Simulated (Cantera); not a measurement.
Input: 1 mol TEOS, 1.7 mol O3, 76 mol H2, 0.19 mol NO, at 0.320 bar.

Cantera equilibrium calculation (NASA polynomials, part measured and part estimated; ideal gas, pure solids and liquids). Candidate condensed phases: C, C6H6, C7H8, C8H18, H2O, Si, SiC, SiO2, Si2N2O, Si3N4; 151 gas species. The feed counts by its element totals alone. Mutual solubility and eutectic melting of coexisting phases are not modelled. The tables hold silica as quartz up to 1696 K and as liquid above; real silica turns to tridymite and cristobalite and melts near 1996 K. The numbers say what is thermodynamically allowed, not how fast it happens.

Q: What share of the Si ends up in condensed phases as a function of T (K), at 1250, 1325, 1400, 1475, 1550, 1625, 1700, 1775, 1850, 1925, 2000?

A: 
| T (K) | Si condensed (%) | as |
|---|---|---|
| 1250 | 100.0 | SiO2(β-quartz) |
| 1325 | 100.0 | SiO2(β-quartz) |
| 1400 | 100.0 | SiO2(β-quartz) |
| 1475 | 99.5 | SiO2(β-quartz) |
| 1550 | 95.8 | SiC(s) + SiO2(β-quartz) + Si2N2O(s) |
| 1625 | 76.9 | SiC(s) + SiO2(β-quartz) + Si2N2O(s) |
| 1700 | 28.4 | SiO2(condensed) |
| 1775 | 24.4 | SiO2(condensed) |
| 1850 | 12.2 | SiO2(condensed) |
| 1925 | 0.0 | - |
| 2000 | 0.0 | - |
